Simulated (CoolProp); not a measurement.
Saturated liquid density (kg/m³) of nitrogen: the reference equation beside estimates from Tc = 126.2 K, pc = 33.96 bar, ω = 0.037. Rackett uses Z = 0.29056 − 0.08775 ω.

Model: reference Helmholtz-energy equation of state, Span 2000, in CoolProp.

```
T (K)  reference  Rackett  van der Waals  Redlich-Kwong  Peng-Robinson
-----  ---------  -------  -------------  -------------  -------------
85.8       766.2    776.8          526.4          766.0          861.9
89.8       746.1    756.5          512.2          740.9          835.2
93.9       724.3    734.6          496.7          713.2          805.5
97.9       701.8    712.0          480.5          684.1          773.9
101.9      677.7    687.7          463.0          652.6          739.2
105.9      651.4    661.4          443.9          618.1          700.8
110        621.5    631.5          422.1          578.9          656.4
114        588.0    598.3          397.9          535.7          606.6
118        547.7    558.6          369.3          485.0          547.5
122        494.0    505.7          332.4          420.8          471.6
```

Absolute difference from the reference over all 10 rows, mean and median: Rackett 1.6 and 1.5 %, van der Waals 31.9 and 31.8 %, Redlich-Kwong 5.6 and 4.4 %, Peng-Robinson 7.6 and 8.3 %.
